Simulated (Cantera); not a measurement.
A Cantera script and its output.

```python
import numpy as np
import cantera as ct

surf = ct.Interface("ptcombust.yaml", "Pt_surf")
gas = surf.adjacent["gas"]
gas.TPX = 300, 4900, {'H2': 0.024, 'O2': 0.11, 'N2': 0.79}
jet = ct.ImpingingJet(gas=gas, width=0.085, surface=surf)
jet.inlet.mdot, jet.inlet.T, jet.inlet.X = 0.07, 300, {'H2': 0.024, 'O2': 0.11, 'N2': 0.79}
jet.set_refine_criteria(ratio=10, slope=0.2, curve=0.3)
show, cover = ['H2', 'O2', 'H2O', 'OH'], ["PT(S)", "H(S)", "O(S)", "OH(S)", "CO(S)", "C(S)"]

rows = []
print(f"{'Ts/K':>7s}" + "".join(f"{s:>11s}" for s in show + cover) + "   (gas at the wall, coverages)")
for i, Ts in enumerate([700, 750, 800, 850, 900, 950, 1000, 1050]):
    jet.surface.T = Ts
    if i == 0:
        surf.TP = Ts, 4900
        surf.coverages = "PT(S):0.5, O(S):0.5"
        surf.advance_coverages(1.0)
        jet.set_initial_guess(products="inlet")
    jet.solve(loglevel=0, auto=(i == 0))
    rows.append([*(jet.X[gas.species_index(s), -1] for s in show), *surf[cover].coverages])
    print(f"{Ts:7g}" + "".join(f"{x:11.3e}" for x in rows[-1]))
```

Output:

```
   Ts/K         H2         O2        H2O         OH      PT(S)       H(S)       O(S)      OH(S)      CO(S)       C(S)   (gas at the wall, coverages)
    700  3.237e-03  9.456e-02  4.405e-02  1.735e-10  6.973e-02  3.401e-09  9.279e-01  2.343e-03 -2.013e-23 -2.385e-32
    750  2.706e-03  9.406e-02  4.482e-02  1.072e-09  8.846e-02  7.416e-09  9.096e-01  1.910e-03 -2.938e-27 -3.628e-36
    800  2.033e-03  9.340e-02  4.589e-02  4.806e-09  1.261e-01  1.903e-08  8.722e-01  1.696e-03  2.872e-18  1.064e-27
    850  1.506e-03  9.290e-02  4.669e-02  1.763e-08  1.795e-01  4.774e-08  8.190e-01  1.535e-03  5.877e-22  2.498e-31
    900  1.164e-03  9.260e-02  4.714e-02  5.548e-08  2.423e-01  1.075e-07  7.563e-01  1.373e-03  6.510e-18  1.061e-25
    950  9.457e-04  9.242e-02  4.736e-02  1.538e-07  3.099e-01  2.176e-07  6.889e-01  1.212e-03  2.326e-19  1.180e-25
   1000  7.996e-04  9.232e-02  4.746e-02  3.836e-07  3.793e-01  4.029e-07  6.197e-01  1.059e-03  1.166e-20  6.674e-25
   1050  6.979e-04  9.243e-02  4.727e-02  8.691e-07  4.489e-01  6.961e-07  5.502e-01  9.159e-04  1.156e-15  2.349e-25
```

Computed with Cantera and Deutschmann's 1995 Pt surface mechanism with GRI-Mech 3.0 gas chemistry. Catalytic surfaces can have several steady states; this one follows from the mechanism file's or the stated starting coverage.
